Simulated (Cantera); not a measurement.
A closed system holds: 1 mol Si, 2.6 mol HF, 45 mol N2, 4.5 mol HCl, at 1330 Pa.

These are equilibrium values from Cantera (NASA tables, ideal gas, pure condensed phases), not measurements of a reactor. Candidate condensed phases: NH4Cl, Si, Si3N4; 49 gas species. N2 is the only nitrogen source here; it is nearly inert below about 1500 K, so the nitride shown seldom forms there in practice. Rates play no part.

Which condensed phases are stable at each of these points (T (K)): 975, 1025, 1075, 1125, 1175, 1225, 1275, 1325, 1375, 1425, 1475, 1525?


```
T (K)  condensed phases  Si condensed (%)
-----  ----------------  ----------------
975            Si3N4(s)              19.9
1025           Si3N4(s)              21.4
1075           Si3N4(s)              22.6
1125           Si3N4(s)              23.6
1175           Si3N4(s)              24.2
1225           Si3N4(s)              24.3
1275           Si3N4(s)              23.2
1325           Si3N4(s)              20.1
1375           Si3N4(s)              13.6
1425           Si3N4(s)               2.4
1475           gas only               0.0
1525           gas only               0.0
```

From 975 K to 1425 K the condensed part is Si3N4(s). From 1475 K to 1525 K nothing is condensed.
